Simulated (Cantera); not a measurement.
Input: 1 mol Si₃N₄, 0.0043 mol O₂, a varied amount of H₂, equilibrated at 1.33 mbar.

Points: T (K) = 1173, 1223, 1273, 1323, 1373, 1423, 1473, 1523, 1573, 1623, 1673, 1723, 1773, 1823; n(H2) (mol) = 94, 140, 180, 220, 270, 310, 350, 400, 440, 480.

Cantera's Mixture.equilibrate('TP', solver="vcs", rtol=1e-11, max_steps=5000) on the NASA tables stopped like this:

```
ERROR: FAILURE its = 5001!

*******************************************************************************
CanteraError thrown by MultiPhase::equilibrate:
VCS solver failed. Return code: -1
*******************************************************************************
```

Problem. What got this run through?

Solution. This is not unique; one that fits is The failure is numerical, not chemical. The same input converged with solver="gibbs", rtol=1e-10, max_steps=50000, and the result passed a check of the equilibrium conditions:
```
   1173         94  Si2N2O(s) + Si3N4(a)
   1173        140  Si2N2O(s) + Si3N4(a)
   1173        180  Si2N2O(s) + Si3N4(a)
   1173        220  Si2N2O(s) + Si3N4(a)
   1173        270  Si2N2O(s) + Si3N4(a)
   1173        310  Si2N2O(s) + Si3N4(a)
   1173        350  Si(cr) + Si2N2O(s) + Si3N4(a)
   1173        400  Si(cr) + Si2N2O(s) + Si3N4(a)
   1173        440  Si(cr) + Si2N2O(s) + Si3N4(a)
   1173        480  Si(cr) + Si2N2O(s) + Si3N4(a)
   1223         94  Si(cr) + Si2N2O(s) + Si3N4(a)
   1223        140  Si(cr) + Si2N2O(s) + Si3N4(a)
   1223        180  Si(cr) + Si2N2O(s) + Si3N4(a)
   1223        220  Si(cr) + Si2N2O(s) + Si3N4(a)
   1223        270  Si(cr) + Si2N2O(s) + Si3N4(a)
   1223        310  Si(cr) + Si2N2O(s) + Si3N4(a)
   1223        350  Si(cr) + Si2N2O(s) + Si3N4(a)
   1223        400  Si(cr) + Si2N2O(s) + Si3N4(a)
   1223        440  Si(cr) + Si2N2O(s) + Si3N4(a)
   1223        480  Si(cr) + Si2N2O(s) + Si3N4(a)
   1273         94  Si(cr) + Si2N2O(s) + Si3N4(a)
   1273        140  Si(cr) + Si2N2O(s) + Si3N4(a)
   1273        180  Si(cr) + Si2N2O(s) + Si3N4(a)
   1273        220  Si(cr) + Si2N2O(s) + Si3N4(a)
   1273        270  Si(cr) + Si2N2O(s) + Si3N4(a)
   1273        310  Si(cr) + Si2N2O(s) + Si3N4(a)
   1273        350  Si(cr) + Si2N2O(s) + Si3N4(a)
   1273        400  Si(cr) + Si2N2O(s) + Si3N4(a)
   1273        440  Si(cr) + Si2N2O(s) + Si3N4(a)
   1273        480  Si(cr) + Si2N2O(s) + Si3N4(a)
   1323         94  Si(cr) + Si2N2O(s) + Si3N4(a)
   1323        140  Si(cr) + Si2N2O(s) + Si3N4(a)
   1323        180  Si(cr) + Si2N2O(s) + Si3N4(a)
   1323        220  Si(cr) + Si2N2O(s) + Si3N4(a)
   1323        270  Si(cr) + Si2N2O(s) + Si3N4(a)
   1323        310  Si(cr) + Si2N2O(s) + Si3N4(a)
   1323        350  Si(cr) + Si2N2O(s) + Si3N4(a)
   1323        400  Si(cr) + Si2N2O(s) + Si3N4(a)
   1323        440  Si(cr) + Si2N2O(s) + Si3N4(a)
   1323        480  Si(cr) + Si2N2O(s) + Si3N4(a)
   1373         94  Si(cr) + Si2N2O(s) + Si3N4(a)
   1373        140  Si(cr) + Si2N2O(s) + Si3N4(a)
   1373        180  Si(cr) + Si2N2O(s) + Si3N4(a)
   1373        220  Si(cr) + Si2N2O(s) + Si3N4(a)
   1373        270  Si(cr) + Si2N2O(s) + Si3N4(a)
   1373        310  Si(cr) + Si2N2O(s) + Si3N4(a)
   1373        350  Si(cr) + Si2N2O(s) + Si3N4(a)
   1373        400  Si(cr) + Si3N4(a)
   1373        440  Si(cr) + Si3N4(a)
   1373        480  Si(cr) + Si3N4(a)
   1423         94  Si(cr) + Si2N2O(s) + Si3N4(a)
   1423        140  Si(cr) + Si3N4(a)
   1423        180  Si(cr) + Si3N4(a)
   1423        220  Si(cr) + Si3N4(a)
   1423        270  Si(cr) + Si3N4(a)
   1423        310  Si(cr)
   1423        350  Si(cr)
   1423        400  Si(cr)
   1423        440  Si(cr)
   1423        480  Si(cr)
   1473         94  Si(cr) + Si3N4(a)
   1473        140  Si(cr)
   1473        180  Si(cr)
   1473        220  Si(cr)
   1473        270  Si(cr)
   1473        310  Si(cr)
   1473        350  Si(cr)
   1473        400  Si(cr)
   1473        440  Si(cr)
   1473        480  Si(cr)
   1523         94  Si(cr)
   1523        140  Si(cr)
   1523        180  Si(cr)
   1523        220  Si(cr)
   1523        270  Si(cr)
   1523        310  Si(cr)
   1523        350  Si(cr)
   1523        400  Si(cr)
   1523        440  Si(cr)
   1523        480  Si(cr)
   1573         94  Si(cr)
   1573        140  Si(cr)
   1573        180  Si(cr)
   1573        220  Si(cr)
   1573        270  Si(cr)
   1573        310  Si(cr)
   1573        350  Si(cr)
   1573        400  Si(cr)
   1573        440  Si(cr)
   1573        480  Si(cr)
   1623         94  Si(cr)
   1623        140  Si(cr)
   1623        180  Si(cr)
   1623        220  Si(cr)
   1623        270  Si(cr)
   1623        310  Si(cr)
   1623        350  Si(cr)
   1623        400  Si(cr)
   1623        440  Si(cr)
   1623        480  Si(cr)
   1673         94  Si(cr)
   1673        140  Si(cr)
   1673        180  Si(cr)
   1673        220  Si(cr)
   1673        270  Si(cr)
   1673        310  Si(cr)
   1673        350  Si(cr)
   1673        400  Si(cr)
   1673        440  Si(cr)
   1673        480  Si(cr)
   1723         94  Si(L)
   1723        140  Si(L)
   1723        180  Si(L)
   1723        220  Si(L)
   1723        270  Si(L)
   1723        310  Si(L)
   1723        350  Si(L)
   1723        400  Si(L)
   1723        440  Si(L)
   1723        480  Si(L)
   1773         94  Si(L)
   1773        140  Si(L)
   1773        180  Si(L)
   1773        220  Si(L)
   1773        270  Si(L)
   1773        310  Si(L)
   1773        350  Si(L)
   1773        400  Si(L)
   1773        440  Si(L)
   1773        480  Si(L)
   1823         94  Si(L)
   1823        140  Si(L)
   1823        180  Si(L)
   1823        220  Si(L)
   1823        270  Si(L)
   1823        310  Si(L)
   1823        350  Si(L)
   1823        400  Si(L)
   1823        440  Si(L)
   1823        480  Si(L)
```

The gas is ideal and each condensed phase is pure. Mutual solubility and eutectic melting of coexisting phases are not modelled.
